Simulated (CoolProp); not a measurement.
Vapour-liquid equilibrium of n-hexane (1) + m-xylene (2) at 0.484 bar; x and y are mole fractions of (1).

Values from CoolProp's multi-fluid Helmholtz-energy mixture model, Thol 2019 and Zhou 2012; pair parameters Bell 2016.

```csv
x,bubble temperature (K),y at the bubble point,dew temperature at overall composition x (K),liquid density (mol/L)
0.05,377.3,0.291,385.2,…
0.15,…,…,382.2,7.489
0.25,…,0.791,…,7.536
0.35,341.6,0.870,375.1,7.553
0.45,335.7,0.913,370.9,…
0.55,331.5,0.938,366.1,7.524
0.65,328.3,0.955,360.5,7.491
0.75,325.7,0.969,353.4,7.453
0.85,323.5,0.980,344.0,7.414
0.95,321.3,0.993,329.3,…
```

What belongs in the gaps?


- 0.05, liquid density (mol/L): 7.405
- 0.15, bubble temperature (K): 361.6
- 0.15, y at the bubble point: 0.632
- 0.25, bubble temperature (K): 349.9
- 0.25, dew temperature at overall composition x (K): 378.8
- 0.45, liquid density (mol/L): 7.546
- 0.95, liquid density (mol/L): 7.378

No azeotrope shows between x = 0.05 and 0.95.

The pair parameters rest on a limited set of measurements; away from them the model extrapolates.
